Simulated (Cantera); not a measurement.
An isothermal, constant-pressure homogeneous reactor starts with H2 : O2 = 0.015 : 1 (molar parts), equivalence ratio 0.0075, at 1098 K and 0.00118 atm. Integrator tolerance rtol = 1e-08.

Model: the H2/O2 subset of GRI-Mech 3.0, which has no nitrogen chemistry, integrated in Cantera. Radical loss at walls, strong at low pressure, is not modelled.

Question: What does this change do: pressure from 0.00118 atm to 0.0109 atm?

Answer: 
```tsv
quantity	before	after
x(H2) at 7.00 s	4.77e-5 (gas-phase equilibrium 5.47e-10)	8.57e-8 (gas-phase equilibrium 1.81e-10)
x(O2) at 7.00 s	0.979 (gas-phase equilibrium 0.985)	0.985 (gas-phase equilibrium 0.985)
x(O) at 7.00 s	0.00611 (gas-phase equilibrium 6.84e-8)	1.03e-5 (gas-phase equilibrium 2.26e-8)
x(HO2) at 7.00 s	1.39e-7 (gas-phase equilibrium 8.89e-10)	2.29e-8 (gas-phase equilibrium 1.55e-9)
x(H2O) at 7.00 s	0.0143 (gas-phase equilibrium 0.0149)	0.0149 (gas-phase equilibrium 0.0149)
x(H) at 7.00 s	0.000442 (gas-phase equilibrium 1.68e-11)	3.08e-8 (gas-phase equilibrium 3.19e-12)
```
